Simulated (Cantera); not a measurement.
Charge: 1 mol SiC, 3.9 mol H2O, 100 mol H2, held at 702 °C and 7.60e-5 bar.

Cantera equilibrium calculation (NASA polynomials, part measured and part estimated; ideal gas, pure solids and liquids). Candidate condensed phases: C, C6H6, C7H8, C8H18, H2O, Si, SiC, SiO2; 123 gas species. Kinetics and transport are ignored.

Base state: H2 0.982, CO 0.00940, H2O 0.00845, CO2 0.000129 (mole fractions); condensed: SiO2(β-quartz).

Problem. What changes in the equilibrium state with this change: H2O from 3.9 to 0.0019 mol?

Solution. 
```json
[
 {"species": "H2", "before": "0.982", "after": "1.000"},
 {"species": "CO", "before": "0.00940", "after": "6.11e-6"},
 {"species": "H2O", "before": "0.00845", "after": "6.22e-9"},
 {"species": "CO2", "before": "0.000129", "after": "<1e-9"},
 {"species": "SiO2(β-quartz), mol", "before": "1.00", "after": "0.000634"},
 {"species": "SiC(s), mol", "before": "0", "after": "0.999"}
]
```
